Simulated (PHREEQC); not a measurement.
## Spent oxide etchant: speciation

Solution (25 °C): 0.0064 mol HF, 0.00031 mol H2SiF6, 0.0002 mol HBF4 and 0.0055 mol HNO3 per kg of water. Closed to the air; pH follows from the charge balance.

Equilibrium calculation in PHREEQC: ion-association model, wateq4f.dat.

Each row changes one thing in this solution. This is a speciation only: nothing precipitates in the calculation.

```
case                                   pH  ionic strength (mol/kgw)  HF (mol/kgw)  F- (mol/kgw)  H2F2 (mol/kgw)  H3BO3 (mol/kgw)  SI of Quartz (SiO2)
-----------------------------------  ----  ------------------------  ------------  ------------  --------------  ---------------  -------------------
as made                              2.19                   0.00726       0.00568      0.000647         8.42e-5          2.41e-5                -1.72
diluted 2-fold with water            2.46                   0.00381       0.00287           [?]         2.15e-5          5.14e-5                -0.79
HBF4 from 0.0002 to 0.00022 mol/kgw  2.19                   0.00728       0.00569      0.000647             [?]              [?]                -1.73
diluted 100-fold with water          3.89                  0.000131       1.45e-5           [?]        5.52e-10          2.00e-6                -1.53
temperature from 25 to 80 °C         2.26                   0.00598       0.00834      0.000375         2.07e-5         0.000145                -0.23
```

### Question
Fill in the missing entries.

### Answer

- diluted 2-fold with water, F- (mol/kgw): 0.000593
- HBF4 from 0.0002 to 0.00022 mol/kgw, H2F2 (mol/kgw): 8.45e-5
- HBF4 from 0.0002 to 0.00022 mol/kgw, H3BO3 (mol/kgw): 2.64e-5
- diluted 100-fold with water, F- (mol/kgw): 7.60e-5

Constants without temperature data keep their 25 °C values here. SiF6-2 is the database's only silicon fluoride. Real BF4- forms and hydrolyses slowly; the run takes it at equilibrium.
